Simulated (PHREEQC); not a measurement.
PHREEQC input (ion-association model, phreeqc.dat):

```
SOLUTION_SPECIES
  CO3-2 + 10 H+ + 8 e- = CH4 + 3 H2O  # shut off: no methane
    -log_k -100
    -delta_h 0
    -analytic -100
SOLUTION 1
  temp 25
  units mol/kgw
  pH 7 charge
  Cl 0.046
  Na 0.046
  C(4) 0.055
  K 0.11
END
SELECTED_OUTPUT 1
  -reset false
  -pH true
  -pe true
  -ionic_strength true
  -water true
  -totals C Cl K Na C(-4) C(4) Ntg
  -molalities H+ Na+ K+ Cl- CO3-2 OH- HCO3- CO2 (CO2)2 NaOH
    NaCO3- NaHCO3
  -saturation_indices Halite Sylvite
USER_PUNCH 1
  -headings p_CO2(g) phi_CO2(g) p_Ntg(g) phi_Ntg(g) p_H2O(g) phi_H2O(g) density
  10 PUNCH PR_P("CO2(g)"), PR_PHI("CO2(g)"), PR_P("Ntg(g)"), PR_PHI("Ntg(g)"), PR_P("H2O(g)"), PR_PHI("H2O(g)"), RHO
PRINT
  -reset false
USE solution 1
REACTION_TEMPERATURE 1
  10
GAS_PHASE 1
  -fixed_pressure
  -pressure 10
  -temperature 10
  -volume 20
  CO2(g) 9
  Ntg(g) 1
  H2O(g) 0
END
# ... the last block is repeated for the other 8 points of T (°C)
```

Selected output (columns that matter, 9 of 9 rows; T (°C) added in front):

```
T (°C)	pH	mu	C	Cl	K	Na	Ntg	si_Halite	si_Sylvite	p_CO2(g)	phi_CO2(g)	p_Ntg(g)	phi_Ntg(g)	p_H2O(g)
10	5.7364	0.1545	0.54265	0.046053	0.11013	0.046053	0.00086815	-4.4955	-3.3814	8.9325	0.93654	1.0539	1.0135	0.013572
20	5.7877	0.15463	0.4276	0.046061	0.11015	0.046061	0.0007224	-4.5065	-3.4384	8.9337	0.94276	1.0409	1.0129	0.025486
30	5.8477	0.15477	0.3537	0.046075	0.11018	0.046075	0.00062303	-4.5174	-3.4924	8.9231	0.94827	1.0312	1.0125	0.045716
40	5.9145	0.15493	0.3041	0.046096	0.11023	0.046096	0.00055376	-4.5283	-3.5434	8.8985	0.95317	1.0228	1.0121	0.078699
50	5.9868	0.15511	0.26952	0.046128	0.11031	0.046128	0.00050489	-4.5391	-3.5919	8.8554	0.95753	1.014	1.0118	0.13053
60	6.064	0.15534	0.24456	0.046175	0.11042	0.046175	0.00047026	-4.5497	-3.6379	8.7872	0.96143	1.0035	1.0117	0.20933
70	6.1458	0.15562	0.22595	0.046245	0.11058	0.046245	0.00044572	-4.5602	-3.6816	8.6846	0.96493	0.98984	1.0117	0.32556
80	6.232	0.15598	0.21164	0.046344	0.11082	0.046344	0.00042828	-4.5705	-3.723	8.5362	0.96809	0.97147	1.0119	0.49233
90	6.3232	0.15646	0.20025	0.046486	0.11116	0.046486	0.0004155	-4.5804	-3.7622	8.3277	0.97097	0.94661	1.0123	0.72569
```

Species that the database lacks are ignored. At this temperature some constants are extrapolated from 25 °C, and those without enthalpy data are left unchanged.
